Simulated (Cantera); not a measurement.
An isothermal, constant-pressure homogeneous reactor starts with 3.60 % H₂, 5.07 % O₂, 91.3 % N₂, at 1325 K and 0.640 bar.

Detailed kinetics in Cantera: the H2/O2 subset of GRI-Mech 3.0, which has no nitrogen chemistry. The temperature is held fixed by assumption; the heat of reaction is taken as removed at once.

x: mole fraction; the columns are a selection and need not sum to one.

```csv
t (s),x H₂,x O₂,x H₂O₂,x O,x HO₂
1.00e-6,0.0360,0.0507,<1e-12,3.03e-11,6.86e-10
3.35e-6,0.0360,0.0507,1.44e-12,2.86e-10,2.31e-9
1.12e-5,0.0360,0.0507,1.57e-11,2.52e-9,7.94e-9
3.76e-5,0.0360,0.0507,1.78e-10,6.02e-8,3.58e-8
0.000126,0.0332,0.0494,1.22e-7,0.000439,9.38e-6
0.000422,0.00155,0.0331,7.94e-7,0.00262,7.69e-6
0.00141,0.000172,0.0332,3.31e-7,0.000256,4.05e-6
0.00474,…,0.0333,…,…,…
0.0159,1.67e-6,0.0333,1.25e-8,2.87e-6,1.10e-7
0.0532,3.33e-7,0.0333,3.10e-9,6.18e-7,2.47e-8
0.178,9.05e-8,0.0333,9.24e-10,1.73e-7,8.96e-9
0.597,3.93e-8,0.0333,4.11e-10,7.40e-8,6.56e-9
2.00,…,0.0333,3.55e-10,…,6.44e-9
```

Complete the blanks.


- 0.00474, x H₂: 1.33e-5
- 0.00474, x H₂O₂: 6.27e-8
- 0.00474, x O: 2.04e-5
- 0.00474, x HO₂: 6.92e-7
- 2.00, x H₂: 3.39e-8
- 2.00, x O: 6.33e-8
